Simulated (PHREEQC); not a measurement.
Synthetic water in mg/L, 25 °C, pH 6.32, pe -1.1:

```csv
constituent,mg/L
Na,8970
K,196
Ca,211
Mg,2600
Cl,21800
S(6) as SO4,1640
Alkalinity as HCO3,1.2
Sr,9.86
Br,90.9
```

Valence states are taken as typed.

The numbers come from PHREEQC with the ion-association model, phreeqc.dat.

The ionic strength comes out as 0.756 mol/kgw. What activity coefficients do Sr+2, NaSO4-, Cl-, SO4-2, Mg+2 get?

Sr+2 0.24, NaSO4- 0.67, Cl- 0.62, SO4-2 0.17, Mg+2 0.29.

No solid was allowed to form. Caution: at this ionic strength the ion-association model is outside its range; a Pitzer model would be the better tool where its parameters exist. Complexes and solids missing from the database can't appear.
